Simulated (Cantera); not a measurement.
A closed system holds: 1 mol CaO, 19 mol HBr, 8.6 mol O2, at 1525 K and 0.000300 bar.

These are equilibrium values from Cantera (NASA tables, ideal gas, pure condensed phases), not measurements of a reactor. Candidate condensed phases: Br2, Ca, CaBr2, CaO, Ca(OH)2, H2O; 19 gas species. Equilibrium is a limit: real reactors are often held back by kinetics, nucleation or transport.

Base state: Br 0.525, H2O 0.276, O2 0.139, HBr 0.0445, CaBr2 0.0137, OH 0.00110, Br2 0.000711, O 0.000122 (mole fractions); condensed: CaO(s).

Problem. What changes in the equilibrium state with this change: temperature from 1525 K to 1073.15 K?

Solution. 
```csv
species,before,after
H2O,0.276,0.313
Br,0.525,0.297
Br2,0.000711,0.161
CaBr2,0.0137,0.00280
HBr,0.0445,0.0669
O2,0.139,0.159
H,1.45e-5,<1e-9
O,0.000122,2.87e-8
H2,0.000112,3.03e-8
"CaO(s), mol",0.566,0.923
```

Problem. What changes in the equilibrium state with this change: pressure from 0.000300 bar to 0.133 bar?

Solution. 
```json
[
 {"species": "Br", "before": "0.525", "after": "0.294"},
 {"species": "H2O", "before": "0.276", "after": "0.282"},
 {"species": "O2", "before": "0.139", "after": "0.181"},
 {"species": "Br2", "before": "0.000711", "after": "0.0993"},
 {"species": "HBr", "before": "0.0445", "after": "0.108"},
 {"species": "CaBr2", "before": "0.0137", "after": "0.0354"},
 {"species": "H", "before": "1.45e-5", "after": "1.41e-7"},
 {"species": "H2", "before": "0.000112", "after": "4.77e-6"},
 {"species": "O", "before": "0.000122", "after": "6.60e-6"},
 {"species": "CaO(s), mol", "before": "0.566", "after": "0"}
]
```
